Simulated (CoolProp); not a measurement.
Vapour-liquid equilibrium of o-xylene (1) + n-decane (2) at 0.199 bar; x and y are mole fractions of (1).

Model: multi-fluid Helmholtz-energy mixture model, Zhou 2012 and Lemmon 2006; pair parameters Bell 2016, in CoolProp.

Q: Give the bubble temperature and the first vapour's composition at x = 0.05, 0.725, 0.95. Is there an azeotrope?

A: x = 0.05: 390.7 K, y = 0.115; x = 0.725: 370.5 K, y = 0.879; x = 0.95: 366.0 K, y = 0.981. No azeotrope shows between x = 0.05 and 0.95.

Pair parameters are fitted to limited data, so mixtures are less certain than the pure fluids.
